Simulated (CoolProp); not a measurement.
A Linde-Hampson liquefier for ethane: isothermal reversible compression at 320 K from 1 atm to 15 MPa, throttling to 1 atm, return gas leaving the recuperator 5 K below the feed. Each further row changes one setting.

Values from CoolProp's reference Helmholtz-energy equation of state, Bücker 2006.

```json
[
 {"case": "as stated", "liquid yield per pass": "0.450", "compression work (kJ/kg of gas)": "353"},
 {"case": "high pressure 30 MPa", "liquid yield per pass": "0.460", "compression work (kJ/kg of gas)": "390"},
 {"case": "warm-end temperature 350 K", "liquid yield per pass": "0.351", "compression work (kJ/kg of gas)": "414"},
 {"case": "warm-end gap 10 K", "liquid yield per pass": "0.443", "compression work (kJ/kg of gas)": "353"}
]
```
